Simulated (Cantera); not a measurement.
**Hydrocarbon pyrolysis for carbon deposition**

An isothermal, constant-pressure homogeneous reactor starts with 10.9 % C2H6, 89.1 % H2, at 1075 K and 20.0 Torr.

Computed with Cantera and GRI-Mech 3.0 (53 species, 325 reactions). GRI-Mech 3.0 stops at C3 and has no aromatics, soot or wall deposition, so with more carbon than oxygen in the feed, carbon stays in small species such as C2H2 where larger ones or solid carbon would form. Radical loss at walls, strong at low pressure, is not modelled.

```tsv
t (s)	x C2H6	x H2	x CH3	x CH4	x H	x C2H2	x C2H4
7.00e-5	0.109	0.891	7.52e-8	1.46e-8	5.07e-9	<1e-12	5.03e-10
0.000214	0.109	0.891	1.65e-7	1.09e-7	1.73e-8	<1e-12	1.68e-8
0.000654	0.109	0.891	2.37e-7	6.02e-7	5.09e-8	<1e-12	3.57e-7
0.00200	0.109	0.891	2.53e-7	2.34e-6	1.50e-7	1.76e-12	4.92e-6
0.00612	0.109	0.891	3.30e-7	8.47e-6	4.49e-7	1.68e-10	5.25e-5
0.0187	0.108	0.891	1.02e-6	4.96e-5	1.32e-6	1.45e-8	0.000498
0.0572	0.104	0.891	4.43e-6	0.000606	3.13e-6	9.69e-7	0.00397
0.175	0.0862	0.891	5.81e-6	0.00396	3.87e-6	2.40e-5	0.0184
0.535	0.0478	0.891	4.50e-6	0.0120	4.05e-6	0.000249	0.0491
1.64	0.00980	0.889	2.15e-6	0.0212	3.46e-6	0.00146	0.0780
5.00	0.00182	0.889	9.95e-7	0.0243	1.87e-6	0.00401	0.0810
```
x: mole fraction; the columns are a selection and need not sum to one.

Equilibrium at this temperature and pressure: C2H6 1.90e-5, H2 0.785, CH3 3.94e-7, CH4 0.214, H 8.01e-8, C2H2 0.000505, C2H4 0.00113 (gas phase only).
